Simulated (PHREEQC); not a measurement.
Leach liquor (model solution)

A solution holds 0.054 mol/kgw H2SO4, 0.0013 mol/kgw Li2SO4 and 0.00037 mol/kgw MgSO4, at 75 °C. It is in equilibrium with CO2 at log p = -3.5 (atm). Otherwise closed; pH follows from the charge balance.

Equilibrium calculation in PHREEQC: ion-association model, wateq4f.dat.

```json
{
 "pH": "1.31",
 "ionic_strength": "0.0677 mol/kgw",
 "total_alkalinity": "-108 meq/kg"
}
```

```csv
species,molality,activity,log γ
H+,0.0585,0.0484,-0.082
HSO4-,0.0495,0.0389,-0.105
SO4-2,0.00598,0.00232,-0.411
Li+,0.00257,0.00206,-0.096
Mg+2,0.000222,9.18e-5,-0.383
MgSO4,0.000148,0.000151,0.007
LiSO4-,2.64e-5,2.09e-5,-0.102
CO2,4.17e-6,4.23e-6,0.007
```

No solid was allowed to form. Complexes and solids missing from the database can't appear. At this temperature some constants are extrapolated from 25 °C, and those without enthalpy data are left unchanged.
